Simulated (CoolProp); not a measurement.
Vapour-liquid equilibrium of R22 (1) + R123 (2) at 261.8 K; x and y are mole fractions of (1).

The numbers come from the multi-fluid Helmholtz-energy mixture model, Kamei 1995 and Younglove 1994; pair parameters Bell 2016 in CoolProp.

**Question.** Give the bubble pressure and the first vapour's composition at x = 0.2, 0.35, 0.8. Is there an azeotrope?

**Answer.** x = 0.2: 0.08152 MPa, y = 0.809; x = 0.35: 0.1315 MPa, y = 0.901; x = 0.8: 0.2737 MPa, y = 0.983. No azeotrope shows between x = 0.05 and 0.95.

The pair parameters rest on a limited set of measurements; away from them the model extrapolates. The gap from Raoult's law changes sign with composition, which may be real or a fault of the pair parameters; it wasn't checked against measurements.
